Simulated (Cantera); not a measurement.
Gas activation for diamond growth

An isothermal, constant-pressure homogeneous reactor starts with CH4 : H2 : H = 0.035 : 1 : 0.021 (molar parts), at 2325 K and 100.0 Torr.

Cantera simulation using GRI-Mech 3.0 (53 species, 325 reactions); the numbers are that mechanism's predictions, not measurements. GRI-Mech 3.0 stops at C3 and has no aromatics, soot or wall deposition, so with more carbon than oxygen in the feed, carbon stays in small species such as C2H2 where larger ones or solid carbon would form.

```
t (s)        x CH4   x H2     x H    x CH2     x C2H
--------  --------  -----  ------  -------  --------
1.00e-6     0.0284  0.952  0.0152  2.32e-5  7.86e-11
3.84e-6     0.0262  0.954  0.0133  7.66e-5   6.93e-9
1.48e-5     0.0253  0.954  0.0136  9.05e-5   1.63e-7
5.68e-5     0.0225  0.955  0.0145  9.28e-5   1.27e-6
0.000218    0.0147  0.958  0.0164  8.42e-5   5.26e-6
0.000839   0.00476  0.961  0.0196  4.72e-5   1.25e-5
0.00323   0.000785  0.959  0.0242  1.36e-5   1.86e-5
0.0124    0.000129  0.956  0.0281  3.13e-6   2.23e-5
0.0477     4.75e-5  0.954  0.0296  1.29e-6   2.37e-5
0.183      4.53e-5  0.954  0.0297  1.24e-6   2.37e-5
0.704      4.53e-5  0.954  0.0297  1.24e-6   2.37e-5
2.71       4.53e-5  0.954  0.0297  1.24e-6   2.37e-5
10.4       4.53e-5  0.954  0.0297  1.24e-6   2.37e-5
40.0       4.53e-5  0.954  0.0297  1.24e-6   2.37e-5
```
x: mole fraction; the columns are a selection and need not sum to one.

Equilibrium at this temperature and pressure: CH4 4.56e-5, H2 0.954, H 0.0297, CH2 1.24e-6, C2H 2.37e-5 (gas phase only).
